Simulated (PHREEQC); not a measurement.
HF is added in steps, without added water, to 1 kg of water holding 6.5 mmol/kgw TMAH and 0.013 mmol/kgw CO2, at 25 °C. Oxygen alone is held at its pressure in air (log pO2 = -0.68). CO2 from the air is kept out. Nothing may precipitate in this run.

Base run: PHREEQC, ion-association model, phreeqc.dat. Each further column changes one thing. The table gives CO2 (mol/kgw).

```csv
HF added (mol),base,Debye-Hückel limiting law,Davies equation for every ion,database wateq4f.dat,all activity coefficients set to 1
0,1.26e-12,1.23e-12,1.25e-12,1.24e-12,1.47e-12
0.0006094,1.53e-12,1.49e-12,1.52e-12,1.50e-12,1.79e-12
0.001016,1.77e-12,1.72e-12,1.75e-12,1.73e-12,[?]
0.001625,2.23e-12,2.17e-12,2.20e-12,2.18e-12,2.60e-12
0.002234,2.90e-12,2.82e-12,2.87e-12,2.84e-12,[?]
0.002641,3.53e-12,3.43e-12,3.49e-12,3.46e-12,4.11e-12
0.00325,4.95e-12,4.81e-12,4.89e-12,4.85e-12,5.75e-12
0.003859,7.43e-12,7.23e-12,7.34e-12,7.28e-12,8.62e-12
0.004266,1.03e-11,1.00e-11,1.02e-11,1.01e-11,1.19e-11
0.004875,1.91e-11,1.86e-11,1.88e-11,1.87e-11,[?]
0.005484,4.67e-11,4.55e-11,4.62e-11,4.58e-11,5.33e-11
0.005891,1.21e-10,1.18e-10,1.19e-10,1.18e-10,1.36e-10
0.0065,7.09e-6,7.07e-6,7.08e-6,7.09e-6,[?]
```

Q: Some entries are withheld; supply them.

A: 
- 0.001016, all activity coefficients set to 1: 2.06e-12
- 0.002234, all activity coefficients set to 1: 3.38e-12
- 0.004875, all activity coefficients set to 1: 2.20e-11
- 0.0065, all activity coefficients set to 1: 7.11e-6

(CH3)4N+ isn't in the database: it is added as a free cation with an ion size of 4 Å. phreeqc.dat and wateq4f.dat share most of their constants, so their agreement is no independent check.
